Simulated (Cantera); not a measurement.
An isothermal, constant-pressure homogeneous reactor starts with CO : O₂ : H₂O : N₂ = 0.0066 : 0.017 : 0.042 : 1 (molar parts), at 898 K and 0.829 atm.

Cantera simulation using GRI-Mech 3.0 (53 species, 325 reactions); the numbers are that mechanism's predictions, not measurements.

### Question
Predict: x(CO) at 100 s; x(O₂) at 100 s; x(H₂O) at 100 s; x(CO₂) at 100 s; x(H₂) at 100 s; x(N₂O) at 100 s.

### Answer
```json
{
  "x(CO) at 100 s": "0.000263 (gas-phase equilibrium <1e-12)",
  "x(O₂) at 100 s": "0.0130 (gas-phase equilibrium 0.0129)",
  "x(H₂O) at 100 s": "0.0395 (gas-phase equilibrium 0.0395)",
  "x(CO₂) at 100 s": "0.00595 (gas-phase equilibrium 0.00621)",
  "x(H₂) at 100 s": "2.17e-6 (gas-phase equilibrium 1.14e-12)",
  "x(N₂O) at 100 s": "5.04e-8 (gas-phase equilibrium 2.27e-10)"
}
```
